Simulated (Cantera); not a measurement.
## Si + Cl2 (silicon etching in halogen gases)

A closed system holds: 1 mol Si, 2 mol Cl2, held at 6.30 Pa.

Method: chemical equilibrium by Gibbs-energy minimisation in Cantera with the NASA 1993 tables (ideal gas, pure condensed phases). Candidate condensed phases: Si; 9 gas species. The tables' values for SiCl3 are old estimates; treat these amounts as uncertain. Rates play no part.

```json
[
 {"T (K)": "750", "x SiCl4": "1.00", "x Cl": "2.06e-8", "x SiCl3": "2.79e-8", "x SiCl2": "<1e-12", "x Cl2": "3.65e-9"},
 {"T (K)": "800", "x SiCl4": "1.00", "x Cl": "1.56e-7", "x SiCl3": "1.91e-7", "x SiCl2": "4.06e-12", "x Cl2": "1.75e-8"},
 {"T (K)": "850", "x SiCl4": "1.000", "x Cl": "9.19e-7", "x SiCl3": "1.06e-6", "x SiCl2": "7.90e-11", "x Cl2": "6.82e-8"},
 {"T (K)": "900", "x SiCl4": "1.000", "x Cl": "4.41e-6", "x SiCl3": "4.85e-6", "x SiCl2": "1.12e-9", "x Cl2": "2.24e-7"},
 {"T (K)": "950", "x SiCl4": "1.000", "x Cl": "1.78e-5", "x SiCl3": "1.91e-5", "x SiCl2": "1.22e-8", "x Cl2": "6.41e-7"},
 {"T (K)": "1000", "x SiCl4": "1.000", "x Cl": "6.26e-5", "x SiCl3": "6.57e-5", "x SiCl2": "1.04e-7", "x Cl2": "1.64e-6"},
 {"T (K)": "1050", "x SiCl4": "1.000", "x Cl": "0.000195", "x SiCl3": "0.000201", "x SiCl2": "7.31e-7", "x Cl2": "3.81e-6"},
 {"T (K)": "1100", "x SiCl4": "0.999", "x Cl": "0.000546", "x SiCl3": "0.000554", "x SiCl2": "4.28e-6", "x Cl2": "8.19e-6"},
 {"T (K)": "1150", "x SiCl4": "0.997", "x Cl": "0.00140", "x SiCl3": "0.00139", "x SiCl2": "2.13e-5", "x Cl2": "1.65e-5"},
 {"T (K)": "1200", "x SiCl4": "0.993", "x Cl": "0.00335", "x SiCl3": "0.00323", "x SiCl2": "9.20e-5", "x Cl2": "3.16e-5"},
 {"T (K)": "1250", "x SiCl4": "0.985", "x Cl": "0.00749", "x SiCl3": "0.00691", "x SiCl2": "0.000347", "x Cl2": "5.81e-5"}
]
```
x: gas mole fraction; nothing condenses.

From 750 K to 1250 K nothing is condensed. The main Si-bearing gas is SiCl4 throughout.
